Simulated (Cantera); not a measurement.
Charge: 1 mol Si, 7.6 mol NF3, 3 mol Cl2, at 775 K and 39.0 Torr.

Cantera equilibrium calculation (NASA polynomials, part measured and part estimated; ideal gas, pure solids and liquids). Candidate condensed phases: Si, Si3N4; 24 gas species. The numbers say what is thermodynamically allowed, not how fast it happens.

Base state: ClF 0.379, F2 0.243, N2 0.192, NF3 0.104, SiF4 0.0642, F 0.0121, ClF3 0.00627 (mole fractions); condensed: gas only.

### Question
What changes in the equilibrium state with this change: temperature from 775 K to 1148.15 K?

### Answer
```
species   before    after
-------  -------  -------
F         0.0121    0.430
ClF        0.379    0.274
N2         0.192    0.173
F2         0.243   0.0770
NF3        0.104  2.57e-5
SiF4      0.0642   0.0456
Cl       3.93e-9  3.36e-5
ClF3     0.00627  7.17e-6
```

### Question
What changes in the equilibrium state with this change: temperature from 775 K to 525 K?

### Answer
| species | before | after |
|---|---|---|
| ClF | 0.379 | 0.412 |
| NF3 | 0.104 | 0.295 |
| N2 | 0.192 | 0.152 |
| F2 | 0.243 | 0.000802 |
| ClF3 | 0.00627 | 0.0615 |
| F | 0.0121 | 1.72e-6 |
| SiF4 | 0.0642 | 0.0789 |

### Question
What changes in the equilibrium state with this change: pressure from 39.0 Torr to 7.50 Torr?

### Answer
```
species   before    after
-------  -------  -------
ClF        0.379    0.353
F2         0.243    0.315
N2         0.192    0.209
NF3        0.104   0.0309
F         0.0121   0.0314
SiF4      0.0642   0.0591
ClF3     0.00627  0.00146
```
